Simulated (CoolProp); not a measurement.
Ethane at 391.79 K and 0.104 MPa flows at 1.7 m/s in a round tube of 2 mm bore and 1.5 µm roughness, fully developed (64/Re and Nu = 3.66 if laminar; Colebrook and Gnielinski if turbulent). Each further row changes one setting.

The numbers come from the reference Helmholtz-energy equation of state, Bücker 2006 in CoolProp.

| case | Reynolds number | Darcy friction factor | pressure drop (Pa/m) | heat-transfer coefficient (W/(m² K)) | mass flow (kg/h) |
|---|---|---|---|---|---|
| as stated | 273 | 0.234 | 163 | 63.4 | 0.0185 |
| velocity 3.4 m/s | 546 | 0.117 | 326 | 63.4 | 0.0370 |
| diameter 4 mm | 546 | 0.117 | 40.8 | 31.7 | 0.0741 |

Viscosity comes from a separate model (Friend 1991). Thermal conductivity comes from a separate model (Friend 1991).
